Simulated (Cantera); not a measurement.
Input: 1 mol FeS2, 0.13 mol O2, at 1598 K and 0.440 bar.

Equilibrium computed with Cantera from the NASA thermochemical tables; the gas is ideal and each condensed phase is pure. Candidate condensed phases: Fe, FeO, FeS, FeSO4, FeS2, Fe2O3, Fe2(SO4)3, Fe3O4, S; 12 gas species. FeS: taken at fixed stoichiometry. The numbers say what is thermodynamically allowed, not how fast it happens.

Base state: S2 0.758, SO2 0.219, S2O 0.0152, SO 0.00836, S 0.000155 (mole fractions); condensed: FeS(l).

Q: What changes in the equilibrium state with this change: temperature from 1598 K to 1048 K?

A: 
| species | before | after |
|---|---|---|
| S2 | 0.758 | 0.760 |
| SO2 | 0.219 | 0.222 |
| S2O | 0.0152 | 0.0178 |
| SO | 0.00836 | 6.96e-5 |
| S | 0.000155 | 2.99e-8 |
| FeS(l), mol | 1.00 | 0 |
| FeS(s), mol | 0 | 1.00 |
Gases not in the tables: S3 to S7.

Q: What changes in the equilibrium state with this change: temperature from 1598 K to 600 K?

A: 
| species | before | after |
|---|---|---|
| SO2 | 0.219 | 1.000 |
| S2 | 0.758 | 1.93e-5 |
| S2O | 0.0152 | 1.91e-5 |
| SO | 0.00836 | <1e-9 |
| S | 0.000155 | <1e-9 |
| FeS(l), mol | 1.00 | 0 |
| FeSO4(s), mol | 0 | 0.0433 |
| FeS2(s), mol | 0 | 0.957 |
